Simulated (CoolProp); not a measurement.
Vapour-liquid equilibrium of toluene (1) + m-xylene (2) at 461.4 K; x and y are mole fractions of (1).

Computed with CoolProp (multi-fluid Helmholtz-energy mixture model, Lemmon 2006 and Zhou 2012; pair parameters Bell 2016).

### Question
Give the bubble pressure and the first vapour's composition at x = 0.35, 0.5, 0.8. Is there an azeotrope?

### Answer
x = 0.35: 0.4280 MPa, y = 0.492; x = 0.5: 0.4724 MPa, y = 0.638; x = 0.8: 0.5548 MPa, y = 0.867. No azeotrope shows between x = 0.05 and 0.95.

Pair parameters are fitted to limited data, so mixtures are less certain than the pure fluids.
